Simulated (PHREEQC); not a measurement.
Dissolve 0.082 mol NH4HF2, 9.3e-05 mol H2SiF6, 0.00031 mol H3PO4 and 0.00079 mol H2SO4 per kg of water at 20 °C. Closed to the air; pH follows from the charge balance.

Computed with PHREEQC (ion-association model, phreeqc.dat).

Each row changes one thing in this solution. Precipitation was switched off in this run.

```csv
case,pH,ionic strength (mol/kgw),HF (mol/kgw),F- (mol/kgw),HF2- (mol/kgw),SO4-2 (mol/kgw),SI of Quartz (SiO2)
as made,3.01,0.0836,0.0669,0.0652,0.0160,0.000547,-10.95
temperature from 20 to 65 °C,3.36,0.0830,0.0655,0.0625,0.0180,0.000553,-8.38
H3PO4 left out,3.01,0.0836,0.0666,0.0654,0.0160,0.000547,-10.95
diluted 100-fold with water,3.48,0.00117,___,0.00114,2.10e-6,___,-2.00
temperature from 20 to 70 °C,3.41,0.0829,0.0656,0.0625,0.0179,0.000554,-8.11
H2SiF6 replaced by H4SiO4 at the same molality,3.01,0.0836,0.0664,0.0652,0.0159,0.000547,-10.94
0.014 mol/kgw (NH4)2SO4 added,3.00,0.117,0.0664,0.0656,0.0160,0.00987,-10.98
NH4HF2 replaced by (NH4)2HPO4 at the same molality,7.91,0.237,6.25e-9,0.000558,1.27e-11,0.000522,+0.04
0.07 mol/kgw KF added,3.32,0.153,___,0.124,0.0261,0.000535,-11.31
```

Q: Fill in the missing entries.

A: 
- diluted 100-fold with water, HF (mol/kgw): 0.000499
- diluted 100-fold with water, SO4-2 (mol/kgw): 7.63e-6
- 0.07 mol/kgw KF added, HF (mol/kgw): 0.0573

Constants without temperature data keep their 25 °C values here. SiF6-2 is the database's only silicon fluoride.
